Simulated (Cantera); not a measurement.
An isothermal, constant-pressure homogeneous reactor starts with 43.5 % CH4, 56.5 % H2, at 1725 K and 2670 Pa.

Computed with Cantera and GRI-Mech 3.0 (53 species, 325 reactions). GRI-Mech 3.0 stops at C3 and has no aromatics, soot or wall deposition, so with more carbon than oxygen in the feed, carbon stays in small species such as C2H2 where larger ones or solid carbon would form. Radical loss at walls, strong at low pressure, is not modelled.

Task: Predict: x(CH4) at 1.00 s; x(H2) at 1.00 s; x(CH2) at 1.00 s; x(C2H6) at 1.00 s; x(C2H4) at 1.00 s.

Result: 
```
Quantity                                              Result
-----------------  -----------------------------------------
x(CH4) at 1.00 s     0.0107 (gas-phase equilibrium 0.000834)
x(H2) at 1.00 s          0.840 (gas-phase equilibrium 0.847)
x(CH2) at 1.00 s     2.89e-7 (gas-phase equilibrium 2.76e-8)
x(C2H6) at 1.00 s    5.60e-7 (gas-phase equilibrium 6.00e-9)
x(C2H4) at 1.00 s  0.000147 (gas-phase equilibrium 0.000136)
```
